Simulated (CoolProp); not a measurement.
Properties of CH2F2 (R32) along the isobar 146 bar.

Values from CoolProp's reference Helmholtz-energy equation of state, Tillner-Roth 1997.

| T (°C) | phase | Z | Joule-Thomson coefficient (K/MPa) | viscosity (µPa s) | conductivity (mW/(m K)) | fugacity coefficient |
|---|---|---|---|---|---|---|
| 72.85 | liquid | 0.3112 | 0.4574 | 83.5 | 112 | 0.2876 |
| 79.75 | supercritical | 0.3167 | 0.5947 | 77.6 | 107 | 0.3161 |
| 86.55 | supercritical | 0.3237 | 0.7596 | 72.2 | 102 | 0.3449 |
| 93.45 | supercritical | 0.3328 | 0.9639 | 67.0 | 96.8 | 0.3745 |
| 100.25 | supercritical | 0.3442 | 1.209 | 62.3 | 91.8 | 0.4038 |
| 107.05 | supercritical | 0.3586 | 1.503 | 57.8 | 86.9 | 0.4330 |
| 113.95 | supercritical | 0.3769 | 1.851 | 53.1 | 82.0 | 0.4621 |
| 120.75 | supercritical | 0.3992 | 2.233 | 48.4 | 77.3 | 0.4901 |
| 127.65 | supercritical | 0.4259 | 2.636 | 44.0 | 72.9 | 0.5175 |
| 134.45 | supercritical | 0.4556 | 3.008 | 40.1 | 68.8 | 0.5432 |
| 141.35 | supercritical | 0.4876 | 3.326 | 36.8 | 65.1 | 0.5680 |
| 148.15 | supercritical | 0.5195 | 3.564 | 34.2 | 61.9 | 0.5911 |
| 155.05 | supercritical | 0.5510 | 3.731 | 32.2 | 59.1 | 0.6132 |
| 161.85 | supercritical | 0.5805 | 3.832 | 30.7 | 56.9 | 0.6336 |

Viscosity comes from a separate model (Bell 2016), an estimate that may be off by 10 % or more. Thermal conductivity comes from a separate model (Huber 2003), an estimate that may be off by 10 % or more.
